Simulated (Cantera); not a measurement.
An isothermal, constant-pressure homogeneous reactor starts with 90.1 % NO, 9.91 % N2, at 1425 K and 0.987 atm.

Model: GRI-Mech 3.0 (53 species, 325 reactions), integrated in Cantera.

x: mole fraction; the columns are a selection and need not sum to one.

```tsv
t (s)	x NO	x O2	x N2	x N2O	x NO2	x O
1.00e-5	0.901	1.96e-12	0.0991	(withheld)	1.68e-8	1.01e-8
5.55e-5	0.901	1.73e-11	0.0991	(withheld)	1.38e-7	1.11e-8
0.000308	0.901	1.45e-10	0.0991	(withheld)	8.20e-7	1.12e-8
0.00171	0.901	2.20e-9	0.0991	(withheld)	4.63e-6	1.17e-8
0.00949	0.901	6.46e-8	0.0991	(withheld)	2.67e-5	1.49e-8
0.0527	0.901	3.87e-6	0.0991	(withheld)	0.000167	3.25e-8
0.292	0.899	0.000302	0.0997	0.000244	0.000726	8.89e-8
1.62	0.892	0.00366	0.103	0.000251	0.00109	1.27e-7
9.01	0.854	0.0219	0.122	(withheld)	0.00198	2.29e-7
50.0	0.692	0.102	0.203	(withheld)	0.00329	4.57e-7
```

### Question
What belongs in the gaps?

### Answer

- 1.00e-5, x N2O: 2.69e-8
- 5.55e-5, x N2O: 1.49e-7
- 0.000308, x N2O: 8.28e-7
- 0.00171, x N2O: 4.56e-6
- 0.00949, x N2O: 2.43e-5
- 0.0527, x N2O: 0.000109
- 9.01, x N2O: 0.000229
- 50.0, x N2O: 0.000149
